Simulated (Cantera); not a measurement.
Silicon oxide and oxynitride deposition: HMDSO + H2O + N2

Input: 1 mol HMDSO, 1.6 mol H2O, 61 mol N2, at 16.0 mbar.

Method: chemical equilibrium by Gibbs-energy minimisation in Cantera with the NASA 1993 tables (ideal gas, pure condensed phases). Candidate condensed phases: C, C6H6, C7H8, C8H18, H2O, Si, SiC, SiO2, Si2N2O, Si3N4; 151 gas species. The feed counts by its element totals alone. N2 is the only nitrogen source here; it is nearly inert below about 1500 K, so the nitride shown seldom forms there in practice. Mutual solubility and eutectic melting of coexisting phases are not modelled. Kinetics and transport are ignored.

From 900 K to 1050 K the condensed part is C(graphite) + SiO2(β-quartz) + Si2N2O(s). From 1100 K to 1400 K the condensed part is C(graphite) + Si2N2O(s).

| T (K) | x N2 | x H2 | x CO | x HCN | x CH4 | x H | x H2O | n C(graphite) | n SiO2(β-quartz) | n Si2N2O(s) |
|---|---|---|---|---|---|---|---|---|---|---|
| 900 | 0.851 | 0.149 | 0.000522 | 3.11e-7 | 0.000110 | 3.56e-10 | 3.02e-6 | 5.95 | 1.04 | 0.479 |
| 950 | 0.849 | 0.149 | 0.00183 | 7.93e-7 | 5.93e-5 | 1.70e-9 | 4.07e-6 | 5.87 | 0.980 | 0.510 |
| 1000 | 0.846 | 0.148 | 0.00564 | 1.84e-6 | 3.36e-5 | 6.91e-9 | 5.29e-6 | 5.59 | 0.798 | 0.601 |
| 1050 | 0.837 | 0.147 | 0.0156 | 3.91e-6 | 1.99e-5 | 2.46e-8 | 6.66e-6 | 4.88 | 0.321 | 0.839 |
| 1100 | 0.831 | 0.147 | 0.0222 | 7.76e-6 | 1.24e-5 | 7.83e-8 | 4.65e-6 | 4.40 | 0 | 1.00 |
| 1150 | 0.831 | 0.147 | 0.0222 | 1.46e-5 | 8.07e-6 | 2.26e-7 | 2.44e-6 | 4.40 | 0 | 1.00 |
| 1200 | 0.831 | 0.147 | 0.0222 | 2.60e-5 | 5.45e-6 | 5.98e-7 | 1.35e-6 | 4.40 | 0 | 1.00 |
| 1250 | 0.831 | 0.147 | 0.0222 | 4.43e-5 | 3.79e-6 | 1.46e-6 | 7.84e-7 | 4.40 | 0 | 1.000 |
| 1300 | 0.831 | 0.147 | 0.0222 | 7.23e-5 | 2.71e-6 | 3.35e-6 | 4.74e-7 | 4.39 | 0 | 1.000 |
| 1350 | 0.831 | 0.147 | 0.0222 | 0.000114 | 1.99e-6 | 7.22e-6 | 2.98e-7 | 4.39 | 0 | 1.000 |
| 1400 | 0.831 | 0.147 | 0.0222 | 0.000173 | 1.49e-6 | 1.47e-5 | 1.94e-7 | 4.39 | 0 | 1.000 |
x: gas mole fraction; n: condensed amount in mol.
